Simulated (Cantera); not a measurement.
Feed: 1 mol Si, 3.6 mol NF3, held at 523.15 K and 0.000140 bar.

Equilibrium computed with Cantera from the NASA thermochemical tables; the gas is ideal and each condensed phase is pure. Candidate condensed phases: Si, Si3N4; 16 gas species. Kinetics and transport are ignored.

What is the equilibrium state?


| Quantity | Result |
|---|---|
| x(NF3) | 0.520 |
| x(SiF4) | 0.245 |
| x(N2) | 0.181 |
| x(F2) | 0.0531 |
| x(F) | 0.000253 |
| gas amount | 4.079 mol |
| log10 activity of Si(s) (absent) | -148.01 |
